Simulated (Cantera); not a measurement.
Charge: 1 mol SiH₄, 3.8 mol N₂, 25 mol H₂, equilibrated at 0.0750 bar.

These are equilibrium values from Cantera (NASA tables, ideal gas, pure condensed phases), not measurements of a reactor. Candidate condensed phases: Si, Si₃N₄; 18 gas species. The numbers say what is thermodynamically allowed, not how fast it happens.

Question: At 1623 K, list the 3 most abundant gas species with their mole fractions, and the condensed phases.

Answer: H₂ 0.896, N₂ 0.104, H 0.000239. Condensed: Si₃N₄(s).
